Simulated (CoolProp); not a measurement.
c-C4F8 (RC318) at 457.29 K and 3.14 MPa flows at 0.81 m/s in a round tube of 50 mm bore and 0.25 µm roughness, fully developed (64/Re and Nu = 3.66 if laminar; Colebrook and Gnielinski if turbulent). Each further row changes one setting.

Values from CoolProp's reference Helmholtz-energy equation of state, Platzer 1990. This equation is an older, rougher fit; its heat capacities, sound speeds and derivatives of the liquid may be far off and weren't checked against measurements.

| case | Reynolds number | Darcy friction factor | pressure drop (Pa/m) | heat-transfer coefficient (W/(m² K)) | mass flow (kg/h) |
|---|---|---|---|---|---|
| as stated | (withheld) | (withheld) | 19.4 | (withheld) | (withheld) |
| velocity 1.62 m/s | 779000 | (withheld) | 68.8 | (withheld) | 2450 |
| diameter 100 mm | 779000 | 0.0122 | 8.56 | 306 | 4900 |

Q: Fill in the missing entries.

A: 
- as stated, Reynolds number: 390000
- as stated, Darcy friction factor: 0.0138
- as stated, heat-transfer coefficient (W/(m² K)): 347
- as stated, mass flow (kg/h): 1220
- velocity 1.62 m/s, Darcy friction factor: 0.0123
- velocity 1.62 m/s, heat-transfer coefficient (W/(m² K)): 614

Viscosity comes from a separate model (Huber 2003), an estimate that may be off by 10 % or more. Thermal conductivity comes from a separate model (Huber 2003), an estimate that may be off by 10 % or more.
